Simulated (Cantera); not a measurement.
Feed: 1 mol AlCl3, 13 mol N2, a varied amount of H2, 33 mol NH3, at 1123 K and 0.310 bar.

Method: chemical equilibrium by Gibbs-energy minimisation in Cantera with the NASA 1993 tables (ideal gas, pure condensed phases). Candidate condensed phases: Al, AlCl3, AlN, NH4Cl; 20 gas species. Rates play no part.

x: gas mole fraction; n: condensed amount in mol.

| n(H2) (mol) | x H2 | x N2 | x HCl | x AlCl3 | n AlN(s) |
|---|---|---|---|---|---|
| 16 | 0.668 | 0.303 | 0.0284 | 0.000966 | 0.907 |
| 26 | 0.699 | 0.274 | 0.0261 | 0.000738 | 0.922 |
| 42 | 0.738 | 0.238 | 0.0231 | 0.000505 | 0.938 |
| 69 | 0.786 | ? | ? | ? | 0.956 |
| 110 | 0.832 | 0.153 | 0.0153 | 0.000155 | 0.971 |
| 180 | 0.877 | 0.112 | 0.0113 | 6.76e-5 | 0.982 |
| 300 | 0.916 | 0.0763 | 0.00782 | 2.51e-5 | 0.990 |
| 490 | 0.944 | ? | ? | ? | 0.995 |
| 810 | 0.964 | 0.0326 | 0.00336 | 2.83e-6 | 0.997 |

Problem. Some entries are withheld; supply them.

Solution. 
- 69, x N2: 0.195
- 69, x HCl: 0.0192
- 69, x AlCl3: 0.000295
- 490, x N2: 0.0509
- 490, x HCl: 0.00524
- 490, x AlCl3: 8.84e-6
